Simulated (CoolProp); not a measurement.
A simple Rankine cycle with R142b: condensing at 306.15 K, boiler at 3.07 MPa, turbine inlet 434.4 K, turbine efficiency 0.8, pump efficiency 0.8, no recuperator. Each further row changes one setting.

The numbers come from the reference Helmholtz-energy equation of state, Lemmon 2006 in CoolProp. It is a short technical equation, of lower accuracy than the large ones.

```tsv
case	thermal efficiency (%)	net work (kJ/kg)	heat in (kJ/kg)	turbine exit temperature (K)	volume ratio over the turbine
as stated	13.9	40.5	292	…	7.58
turbine inlet 454.4 K	14.0	44.3	318	…	7.31
condensing temperature 298.15 K	…	45.7	302	356.2	9.55
boiler pressure 2.15 MPa	12.0	36.5	305	…	5.02
turbine efficiency 0.7	12.0	…	292	…	7.72
```

Fill in the missing entries.


- as stated, turbine exit temperature (K): 362.9
- turbine inlet 454.4 K, turbine exit temperature (K): 385.0
- condensing temperature 298.15 K, thermal efficiency (%): 15.1
- boiler pressure 2.15 MPa, turbine exit temperature (K): 380.1
- turbine efficiency 0.7, net work (kJ/kg): 35.1
- turbine efficiency 0.7, turbine exit temperature (K): 368.4
